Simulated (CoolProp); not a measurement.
Ethanol along the isobar 3.06 MPa: fugacity coefficient from the reference equation and from simpler models built on Tc = 514.7 K, pc = 6.268 MPa, ω = 0.644; each cubic takes its own stable root.

Computed with CoolProp (reference Helmholtz-energy equation of state, Schroeder 2014).

| T (K) | phase | reference | Redlich-Kwong | Soave-Redlich-Kwong | Peng-Robinson |
|---|---|---|---|---|---|
| 344.7 | liquid | 0.02606 | 0.1233 | 0.02656 | 0.02742 |
| 361 | liquid | 0.04850 | 0.1792 | 0.04999 | 0.05085 |
| 377.3 | liquid | 0.08429 | 0.2492 | 0.08729 | 0.08774 |
| 393.7 | liquid | 0.1382 | 0.3340 | 0.1432 | 0.1425 |
| 410 | liquid | 0.2141 | 0.4320 | 0.2209 | 0.2184 |
| 426.3 | liquid | 0.3157 | 0.5424 | 0.3239 | 0.3185 |
| 442.6 | liquid | 0.4455 | 0.6631 | 0.4535 | 0.4442 |
| 459 | liquid | 0.6051 | 0.7731 | 0.6096 | 0.5955 |
| 491.6 | gas | 0.8178 | 0.8146 | 0.8047 | 0.7896 |
| 507.9 | gas | 0.8455 | 0.8315 | 0.8288 | 0.8137 |
| 524.3 | gas | 0.8681 | 0.8465 | 0.8499 | 0.8349 |
| 540.6 | gas | 0.8865 | 0.8597 | 0.8682 | 0.8533 |
| 556.9 | gas | 0.9018 | 0.8715 | 0.8843 | 0.8696 |

At some of these states Redlich-Kwong gives the other phase, because its saturation line lies elsewhere.
